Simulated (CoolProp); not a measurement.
A simple Rankine cycle with n-perfluoropentane: condensing at 327.15 K, boiler at 0.973 MPa, turbine inlet 385.7 K, turbine efficiency 0.65, pump efficiency 0.8, no recuperator. Each further row changes one setting.

Computed with CoolProp (reference Helmholtz-energy equation of state, Gao 2022).

```
case                             thermal efficiency (%)  net work (kJ/kg)  heat in (kJ/kg)  turbine exit temperature (K)  volume ratio over the turbine
-------------------------------  ----------------------  ----------------  ---------------  ----------------------------  -----------------------------
as stated                                           6.3              7.88              126                         365.9                           5.28
turbine inlet 405.7 K                               5.9              8.72              147                         387.8                           4.90
condensing temperature 319.15 K                     7.0              9.43              134                         363.6                           6.84
boiler pressure 0.681 MPa                           4.9              6.41              131                         372.9                           3.27
turbine efficiency 0.55                             5.2              6.57              126                         367.3                           5.31
```
